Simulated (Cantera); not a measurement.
Gas mixture: H₂O = 0.37 (molar parts), at 20.0 Torr, frozen composition.

Cantera's kinetic-theory transport with the Lennard-Jones parameters of GRI-Mech 3.0, ideal gas; thermal conductivity in the multicomponent form. Polar gases are described roughly by these parameters.

One state of this run: ρ (kg/m³) = 0.00825; cp (J/kg/K) = 2082; μ (µPa s) = 25.2; λ (mW/m/K) = 73.7; Pr = 0.714; D (cm²/s) NH₃ = 41.6; D (cm²/s) H₂ = 148; D (cm²/s) OH = 66.4. D: mixture-averaged diffusion coefficient of that species in the mixture.

Which value of T (K) does it belong to?
A) 1450
B) 550
C) 1300
D) 700

D, 700
